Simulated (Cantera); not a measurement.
## Gas-phase reforming

An isothermal, constant-pressure homogeneous reactor starts with CH4 : CO2 = 1 : 2.6 (molar parts), at 1425 K and 24000 Pa.

Cantera simulation using GRI-Mech 3.0 (53 species, 325 reactions); the numbers are that mechanism's predictions, not measurements.

```csv
t (s),x CH4,x CO2,x H2,x HO2,x CH2,x H2O
8.00e-5,0.278,0.722,6.45e-7,<1e-12,<1e-12,1.55e-8
0.000247,0.278,0.722,2.01e-6,<1e-12,1.57e-12,4.86e-8
0.000763,0.278,0.722,6.26e-6,<1e-12,1.41e-11,1.52e-7
0.00235,0.278,0.722,2.04e-5,<1e-12,9.57e-11,4.98e-7
0.00727,0.278,0.722,7.50e-5,<1e-12,2.65e-10,1.87e-6
0.0224,0.277,0.722,0.000303,<1e-12,5.67e-10,8.27e-6
0.0693,0.276,0.722,0.00151,<1e-12,1.22e-9,5.60e-5
0.214,0.269,0.718,0.00764,<1e-12,1.61e-9,0.000578
0.660,0.250,0.702,0.0256,<1e-12,1.33e-9,0.00528
2.04,0.206,0.649,0.0496,<1e-12,1.28e-9,0.0328
6.29,0.125,0.509,0.0570,<1e-12,2.34e-9,0.122
19.4,0.0401,0.340,0.0783,<1e-12,3.65e-9,0.205
60.0,0.0205,0.244,0.129,<1e-12,1.48e-9,0.188
```
x: mole fraction; the columns are a selection and need not sum to one.

Equilibrium at this temperature and pressure: CH4 2.27e-8, CO2 0.144, H2 0.216, HO2 <1e-12, CH2 <1e-12, H2O 0.142 (gas phase only).
